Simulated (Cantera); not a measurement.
An isothermal, constant-pressure homogeneous reactor starts with CH4 : N2 = 1 : 2 (molar parts), at 1623 K and 0.100 bar.

Detailed kinetics in Cantera: GRI-Mech 3.0 (53 species, 325 reactions). GRI-Mech 3.0 stops at C3 and has no aromatics, soot or wall deposition, so with more carbon than oxygen in the feed, carbon stays in small species such as C2H2 where larger ones or solid carbon would form.

Task: Predict: x(CH4) at 200 s; x(C2H6) at 200 s; x(CH2) at 200 s; x(HCN) at 200 s; x(C2H4) at 200 s; x(H2) at 200 s; x(CH3) at 200 s.

Result: 
```
Item                                                  Value
----------------  -----------------------------------------
x(CH4) at 200 s     0.00199 (gas-phase equilibrium 0.00154)
x(C2H6) at 200 s    5.65e-8 (gas-phase equilibrium 3.40e-8)
x(CH2) at 200 s     5.03e-9 (gas-phase equilibrium 3.89e-9)
x(HCN) at 200 s      3.43e-6 (gas-phase equilibrium 0.0999)
x(C2H4) at 200 s  0.000417 (gas-phase equilibrium 0.000250)
x(H2) at 200 s          0.372 (gas-phase equilibrium 0.373)
x(CH3) at 200 s     1.46e-5 (gas-phase equilibrium 1.13e-5)
```
